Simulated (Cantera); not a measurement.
Charge: 1 mol MgCO3, 2.1 mol SO3, 2.8 mol H2O, held at 1477 °C and 100 Torr.

These are equilibrium values from Cantera (NASA tables, ideal gas, pure condensed phases), not measurements of a reactor. Candidate condensed phases: C, C6H6, C7H8, C8H18, H2O, H2SO4, Mg, MgCO3, MgO, Mg(OH)2, MgS, MgSO4, S; 130 gas species. Rates play no part.

Base state: H2O 0.402, SO2 0.302, O2 0.150, CO2 0.144, OH 0.00154, SO3 0.000538, CO 0.000123, H2 9.47e-5 (mole fractions); condensed: MgO(s).

### Question
What changes in the equilibrium state with this change: temperature from 1477 °C to 577 °C?

### Answer
```tsv
species	before	after
H2O	0.402	0.543
CO2	0.144	0.194
SO3	0.000538	0.115
SO2	0.302	0.0983
O2	0.150	0.0492
H2SO4	1.55e-9	0.000245
OH	0.00154	9.82e-9
CO	0.000123	<1e-9
H2	9.47e-5	<1e-9
MgO(s), mol	1.000	0
MgSO4(s), mol	0	1.00
```
